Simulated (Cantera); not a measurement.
A closed system holds: 1 mol Ta₂O₅, 6.5 mol C, 2.1 mol CO, at 1125 °C and 1.20 mbar.

Cantera equilibrium calculation (NASA polynomials, part measured and part estimated; ideal gas, pure solids and liquids). Mutual solubility and eutectic melting of coexisting phases are not modelled. TaC: taken at fixed stoichiometry. Condensed phases not in the tables: Ta₂C. The numbers say what is thermodynamically allowed, not how fast it happens.

| species | before | after |
|---|---|---|
| CO | 1.000 | 0.996 |
| CO₂ | 0.000307 | 0.00374 |
| TaC(s), mol | 1.86 | 0 |
| Ta₂O₅(s), mol | 0.0711 | 1.00 |
| C(graphite), mol | 0 | 6.51 |
Gas species are given as mole fractions.

Problem. Which change was made?
A) temperature from 1125 °C to 1927 °C
B) temperature from 1125 °C to 2325 °C
C) temperature from 1125 °C to 650 °C
D) pressure from 1.20 mbar to 0.370 bar

Solution. C, temperature from 1125 °C to 650 °C
